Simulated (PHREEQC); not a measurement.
Dissolve 0.0071 mol CuSO4, 0.027 mol H2SO4 and 0.0089 mol FeCl3 per kg of water at 70 °C. Closed to the air; pH follows from the charge balance.

Equilibrium calculation in PHREEQC: ion-association model, wateq4f.dat.

```tsv
quantity	before	after
pH	1.56	1.51
ionic strength (mol/kgw)	0.0698	0.0572
Cl- (mol/kgw)	0.0252	0.0261
HSO4- (mol/kgw)	0.0204	0.0164
SO4-2 (mol/kgw)	0.00501	0.00339
FeHSO4+2 (mol/kgw)	0.00116	0.00120
SI of Goethite (FeOOH)	+3.04	+3.01
SI of Hematite (Fe2O3)	+8.27	+8.20
```

Q: Name the change that produced these shifts.
A. 0.037 mol/kgw LiOH added
B. CuSO4 left out
C. FeCl3 from 0.0089 to 0.00801 mol/kgw
D. CuSO4 replaced by Na2SO4 at the same molality
E. H2SO4 from 0.027 to 0.0243 mol/kgw

A: B, CuSO4 left out

Precipitation was switched off in this run. Some of these states are supersaturated (in Hematite (slow to form), Goethite (slow to form), for instance). At this temperature some constants are extrapolated from 25 °C, and those without enthalpy data are left unchanged.
